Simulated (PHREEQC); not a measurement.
**Buffer (model solution)**

Make-up at 20 °C: 0.044 mol NaH2PO4 and 0.00023 mol Na2CO3 per kg of water. Closed to the air; pH follows from the charge balance.

All values are PHREEQC results (ion-association model, phreeqc.dat), not measurements.

Each row changes one thing in this solution. No solid was allowed to form.

```json
[
 {"case": "as made", "pH": "5.03", "ionic strength (mol/kgw)": "0.0449", "HPO4-2 (mol/kgw)": "0.000486", "CO2 (mol/kgw)": "0.000218", "H3PO4 (mol/kgw)": "4.67e-5", "NaHPO4- (mol/kgw)": "2.01e-5"},
 {"case": "diluted 5-fold with water", "pH": "5.17", "ionic strength (mol/kgw)": "0.00900", "HPO4-2 (mol/kgw)": "0.000103", "CO2 (mol/kgw)": "4.31e-5", "H3PO4 (mol/kgw)": "7.44e-6", "NaHPO4- (mol/kgw)": "1.21e-6"},
 {"case": "diluted 10-fold with water", "pH": "5.22", "ionic strength (mol/kgw)": "___", "HPO4-2 (mol/kgw)": "5.39e-5", "CO2 (mol/kgw)": "___", "H3PO4 (mol/kgw)": "___", "NaHPO4- (mol/kgw)": "3.52e-7"},
 {"case": "0.00056 mol/kgw KOH added", "pH": "5.34", "ionic strength (mol/kgw)": "0.0460", "HPO4-2 (mol/kgw)": "0.000984", "CO2 (mol/kgw)": "0.000207", "H3PO4 (mol/kgw)": "2.26e-5", "NaHPO4- (mol/kgw)": "4.05e-5"},
 {"case": "NaH2PO4 from 0.044 to 0.088 mol/kgw", "pH": "4.75", "ionic strength (mol/kgw)": "0.0890", "HPO4-2 (mol/kgw)": "___", "CO2 (mol/kgw)": "0.000223", "H3PO4 (mol/kgw)": "0.000167", "NaHPO4- (mol/kgw)": "4.06e-5"},
 {"case": "NaH2PO4 from 0.044 to 0.22 mol/kgw", "pH": "4.49", "ionic strength (mol/kgw)": "0.221", "HPO4-2 (mol/kgw)": "0.00105", "CO2 (mol/kgw)": "0.000226", "H3PO4 (mol/kgw)": "0.000684", "NaHPO4- (mol/kgw)": "0.000131"},
 {"case": "NaH2PO4 from 0.044 to 0.44 mol/kgw", "pH": "4.35", "ionic strength (mol/kgw)": "0.442", "HPO4-2 (mol/kgw)": "0.00184", "CO2 (mol/kgw)": "0.000226", "H3PO4 (mol/kgw)": "0.00169", "NaHPO4- (mol/kgw)": "0.000369"},
 {"case": "Na2CO3 from 0.00023 to 0.000115 mol/kgw", "pH": "4.83", "ionic strength (mol/kgw)": "0.0445", "HPO4-2 (mol/kgw)": "0.000306", "CO2 (mol/kgw)": "0.000111", "H3PO4 (mol/kgw)": "7.47e-5", "NaHPO4- (mol/kgw)": "___"},
 {"case": "temperature from 20 to 50 °C", "pH": "4.97", "ionic strength (mol/kgw)": "0.0450", "HPO4-2 (mol/kgw)": "0.000513", "CO2 (mol/kgw)": "0.000217", "H3PO4 (mol/kgw)": "7.38e-5", "NaHPO4- (mol/kgw)": "2.04e-5"}
]
```

Problem. What belongs in the gaps?

Solution. 
- diluted 10-fold with water, ionic strength (mol/kgw): 0.00451
- diluted 10-fold with water, CO2 (mol/kgw): 2.14e-5
- diluted 10-fold with water, H3PO4 (mol/kgw): 3.37e-6
- NaH2PO4 from 0.044 to 0.088 mol/kgw, HPO4-2 (mol/kgw): 0.000601
- Na2CO3 from 0.00023 to 0.000115 mol/kgw, NaHPO4- (mol/kgw): 1.26e-5

At this temperature some constants are extrapolated from 25 °C, and those without enthalpy data are left unchanged.
